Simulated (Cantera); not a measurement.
Predominance diagram of Zr at 877 °C against the partial pressures of O₂ and N₂ (log10, bar). Source: NASA polynomial tables (part measured, part estimated), evaluated in Cantera. Candidates: Zr(β), ZrN(s), ZrO₂(monoclinic). Only these pure phases compete in this equilibrium. ZrN: taken at fixed stoichiometry.

Problem. Which phase is stable at these pairs, and which metal-bearing vapour leads over it? (-25.8, -2.1); (-34.8, -10.5); (-28.1, -18.9); (-37, -21); (-19.1, -4.2); (1, -2.1); (-21.4, -10.5)

Solution. 
```tsv
log p(O₂)	log p(N₂)	phase	chief vapour	log p (bar)
-25.8	-2.1	ZrO₂(monoclinic)	ZrO₂	-25.7
-34.8	-10.5	ZrN(s)	ZrO	-23.2
-28.1	-18.9	ZrO₂(monoclinic)	ZrO	-25.2
-37	-21	ZrO₂(monoclinic)	ZrO	-20.8
-19.1	-4.2	ZrO₂(monoclinic)	ZrO₂	-25.7
1	-2.1	ZrO₂(monoclinic)	ZrO₂	-25.7
-21.4	-10.5	ZrO₂(monoclinic)	ZrO₂	-25.7
```
